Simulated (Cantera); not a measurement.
A freely propagating, adiabatic, planar premixed flame of 45.7 % H2, 11.4 % O2, 42.9 % N2, equivalence ratio 2.0, unburnt at 673 K and 0.395 atm; mixture-averaged transport, grid criteria slope 0.08 and curve 0.16, no radiation.

Computed with Cantera and the H2/O2 subset of GRI-Mech 3.0, which has no nitrogen chemistry. Burning velocities carry a grid error of a few per cent, more on coarse grids.

Predict: laminar burning velocity; thermal thickness; peak x(HO2); peak x(H2O2); peak x(H); peak x(O).


| Quantity | Value |
|---|---|
| laminar burning velocity | 998 cm/s |
| thermal thickness | 1.56 mm |
| peak x(HO2) | 8.90e-5 |
| peak x(H2O2) | 1.09e-6 |
| peak x(H) | 0.121 |
| peak x(O) | 0.00542 |
